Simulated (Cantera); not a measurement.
An adiabatic, constant-pressure homogeneous reactor starts with CH4 : CO : O2 : N2 : CO2 = 1 : 0.97 : 3.77 : 14.2 : 0.044 (molar parts), equivalence ratio 0.66, at 1300 K and 0.610 bar.

Cantera simulation using GRI-Mech 3.0 (53 species, 325 reactions); the numbers are that mechanism's predictions, not measurements.

x: mole fraction; the columns are a selection and need not sum to one.

| t (s) | T (K) | x CH4 | x CO | x O2 | x OH | x C2H6 | x H2O |
|---|---|---|---|---|---|---|---|
| 5.00e-6 | 1300 | 0.0500 | 0.0485 | 0.189 | 1.24e-9 | <1e-12 | 2.63e-9 |
| 1.14e-5 | 1300 | 0.0500 | 0.0485 | 0.189 | 1.66e-9 | <1e-12 | 1.04e-8 |
| 2.59e-5 | 1300 | 0.0500 | 0.0485 | 0.189 | 1.93e-9 | 1.61e-12 | 3.17e-8 |
| 5.89e-5 | 1300 | 0.0500 | 0.0485 | 0.189 | 2.46e-9 | 2.30e-11 | 9.04e-8 |
| 0.000134 | 1300 | 0.0500 | 0.0485 | 0.189 | 3.67e-9 | 3.29e-10 | 2.77e-7 |
| 0.000305 | 1300 | 0.0500 | 0.0485 | 0.189 | 6.46e-9 | 5.17e-9 | 9.78e-7 |
| 0.000695 | 1300 | 0.0500 | 0.0485 | 0.189 | 1.37e-8 | 9.51e-8 | 4.12e-6 |
| 0.00158 | 1300 | 0.0500 | 0.0485 | 0.189 | … | … | … |
| 0.00360 | 1301 | 0.0498 | 0.0485 | 0.189 | 9.97e-8 | 3.18e-5 | 0.000138 |
| 0.00819 | 1306 | 0.0489 | 0.0485 | 0.188 | 3.29e-7 | 0.000232 | 0.000872 |
| 0.0186 | 2478 | <1e-12 | 0.0143 | 0.0675 | 0.0111 | <1e-12 | 0.0924 |
| 0.0424 | 2470 | <1e-12 | 0.0140 | 0.0644 | 0.0107 | <1e-12 | 0.0927 |
| 0.0965 | 2467 | <1e-12 | 0.0139 | 0.0632 | 0.0105 | <1e-12 | 0.0928 |
| 0.220 | 2467 | <1e-12 | 0.0139 | 0.0632 | 0.0105 | <1e-12 | 0.0928 |
| 0.500 | 2467 | <1e-12 | 0.0139 | 0.0632 | 0.0105 | <1e-12 | 0.0928 |

Question: Complete the blanks.

Answer: 
- 0.00158, x OH: 3.78e-8
- 0.00158, x C2H6: 2.06e-6
- 0.00158, x H2O: 2.21e-5
